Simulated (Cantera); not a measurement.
What does this Cantera script print?

```python
import numpy as np
import cantera as ct

gas_names = [...]  # 87 gases of nasa_gas.yaml made of C, H, Si
cond_names = """
    C(gr) C6H6(L) C7H8(L) C8H18(L),n-octa Si(cr) Si(L) SiC(b)
""".split()


# ... load() reads the species with a 1 bar reference pressure and builds the phases ...
atoms = {
    'SiC': {'Si': 1, 'C': 1},
    'H2': {'H': 2},
}
top_T = {'C(gr)': 4500, 'SiC(b)': 3050}  # K; cautious upper limits of use, not melting points


# ... equilibrate(T, P, feed) seeds the gas with the atoms and calls Mixture.equilibrate('TP', solver="vcs", rtol=1e-11, max_steps=5000) ...
results = []
feed = {'SiC': 1, 'H2': 1.2}  # mol
T = 2925  # K
P = 101325  # Pa
mix = equilibrate(T, P, feed)
results.append((T, P, feed, dict(zip(mix.species_names, mix.species_moles))))
print(gas.report(threshold=0.001))
for i in range(1, mix.n_phases):
    print(f"{mix.phase(i).name:16s} {mix.phase_moles(i):12.5e} mol")
```

Output:

```
       temperature   2925 K
          pressure   1.0132e+05 Pa
           density   0.026951 kg/m^3
  mean mol. weight   6.4688 kg/kmol
   phase of matter   gas

                          1 kg             1 kmol
                     ---------------   ---------------
          enthalpy        2.5764e+07        1.6666e+08  J
   internal energy        2.2005e+07        1.4234e+08  J
           entropy             33646        2.1765e+05  J/K
    Gibbs function       -7.2651e+07       -4.6997e+08  J
 heat capacity c_p            5719.1             36996  J/K
 heat capacity c_v            4433.8             28681  J/K

                      mass frac. Y      mole frac. X     chem. pot. / RT
                     ---------------   ---------------   ---------------
    C2H2,acetylene           0.10247          0.025458            -28.69
                 H          0.016888           0.10838           -10.506
                H2           0.23856           0.76549           -21.012
                Si           0.21001          0.048372           -8.2781
              SiC2           0.18933          0.023505           -15.956
               SiH          0.029052         0.0064598           -18.784
              SiH2          0.009186         0.0019741            -29.29
               Si2          0.013032         0.0015008           -16.556
              Si2C           0.18254          0.017319           -20.395
     [  +78 minor]         0.0089231         0.0015477

C(gr)             0.00000e+00 mol
Si(L)             0.00000e+00 mol
SiC(b)            8.32928e-01 mol
```

Cantera equilibrium calculation (NASA polynomials, part measured and part estimated; ideal gas, pure solids and liquids). Gases not in the tables: Si2H6 and higher silanes.
